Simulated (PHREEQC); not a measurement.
Dissolve 0.028 mol/kgw NaHCO3 and 0.00095 mol/kgw K2HPO4 at 25 °C. Closed to the air; pH follows from the charge balance.

The numbers come from PHREEQC with the ion-association model, wateq4f.dat.

Each row changes one thing in this solution. Precipitation was switched off in this run.

```csv
case,pH,ionic strength (mol/kgw),HCO3- (mol/kgw),CO2 (mol/kgw),CO3-2 (mol/kgw),NaHCO3 (mol/kgw),SI of Nahcolite (NaHCO3),SI of Natron (Na2CO3:10H2O)
as made,8.18,0.0307,0.0270,0.000338,0.000309,0.000302,-2.72,-5.74
K2HPO4 replaced by K2SO4 at the same molality,8.15,0.0306,0.0270,0.000365,0.000286,0.000302,-2.72,?
K2HPO4 from 0.00095 to 0.000475 mol/kgw,?,0.0293,0.0270,0.000350,0.000296,0.000304,-2.72,?
K2HPO4 left out,8.15,0.0279,0.0270,0.000364,0.000283,0.000306,-2.71,?
diluted 2-fold with water,8.24,0.0154,0.0136,0.000156,0.000158,8.29e-5,-3.28,-6.52
```

Q: Complete the blanks.

A: 
- K2HPO4 replaced by K2SO4 at the same molality, SI of Natron (Na2CO3:10H2O): -5.77
- K2HPO4 from 0.00095 to 0.000475 mol/kgw, pH: 8.17
- K2HPO4 from 0.00095 to 0.000475 mol/kgw, SI of Natron (Na2CO3:10H2O): -5.75
- K2HPO4 left out, SI of Natron (Na2CO3:10H2O): -5.76

H3PO4, which wateq4f.dat lacks, is added to it with the constant of phreeqc.dat.
